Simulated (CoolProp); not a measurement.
Vapour-liquid equilibrium of CF4 (R14) (1) + R13 (2) at 0.157 MPa; x and y are mole fractions of (1).

The numbers come from the multi-fluid Helmholtz-energy mixture model, Platzer 1990 and Platzer 1990; pair parameters Bell 2016 in CoolProp. This equation is an older, rougher fit; its heat capacities, sound speeds and derivatives of the liquid may be far off and weren't checked against measurements.

| x | bubble temperature (°C) | y at the bubble point | dew temperature at overall composition x (°C) | liquid density (mol/L) |
|---|---|---|---|---|
| 0.05 | ? | 0.419 | ? | 14.66 |
| 0.2 | -99.9 | 0.817 | -77.1 | 15.51 |
| 0.35 | -107.8 | 0.910 | -80.9 | 16.05 |
| 0.5 | ? | 0.948 | -85.4 | 16.49 |
| 0.65 | -115.7 | 0.969 | -91.0 | 16.90 |
| 0.8 | -118.4 | 0.984 | -98.8 | 17.29 |
| 0.95 | -120.7 | 0.996 | ? | 17.68 |

Task: Fill in the missing entries.

Result: 
- 0.05, bubble temperature (°C): -82.9
- 0.05, dew temperature at overall composition x (°C): -73.8
- 0.5, bubble temperature (°C): -112.5
- 0.95, dew temperature at overall composition x (°C): -112.7

No azeotrope shows between x = 0.05 and 0.95.

Pair parameters are fitted to limited data, so mixtures are less certain than the pure fluids.
